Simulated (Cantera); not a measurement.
# NO annealing gas

A perfectly stirred reactor is fed with NO : N2 = 1 : 0.34 (molar parts), at 1330 Pa; it is held at 2050 K, and followed from long to short residence time.

Detailed kinetics in Cantera: GRI-Mech 3.0 (53 species, 325 reactions). Radical loss at walls, strong at low pressure, is not modelled.

```json
[
 {"τ (s)": "1.7", "x NO": "0.593", "x O": "0.00261", "x N2": "0.329", "x N2O": "8.99e-5", "x NO2": "6.15e-5", "x O2": "0.0746"},
 {"τ (s)": "0.39", "x NO": "0.717", "x O": "0.00152", "x N2": "0.268", "x N2O": "0.000158", "x NO2": "3.28e-5", "x O2": "0.0137"},
 {"τ (s)": "0.090", "x NO": "0.741", "x O": "0.000899", "x N2": "0.256", "x N2O": "0.000172", "x NO2": "1.82e-5", "x O2": "0.00197"},
 {"τ (s)": "0.021", "x NO": "0.745", "x O": "0.000326", "x N2": "0.254", "x N2O": "0.000125", "x NO2": "7.82e-6", "x O2": "0.000152"},
 {"τ (s)": "0.0048", "x NO": "0.746", "x O": "6.77e-5", "x N2": "0.254", "x N2O": "4.82e-5", "x NO2": "1.35e-6", "x O2": "6.42e-6"},
 {"τ (s)": "0.0011", "x NO": "0.746", "x O": "1.40e-5", "x N2": "0.254", "x N2O": "1.29e-5", "x NO2": "1.21e-7", "x O2": "2.96e-7"},
 {"τ (s)": "0.00026", "x NO": "0.746", "x O": "3.22e-6", "x N2": "0.254", "x N2O": "3.16e-6", "x NO2": "8.06e-9", "x O2": "1.60e-8"}
]
```
x: mole fraction; the columns are a selection and need not sum to one.
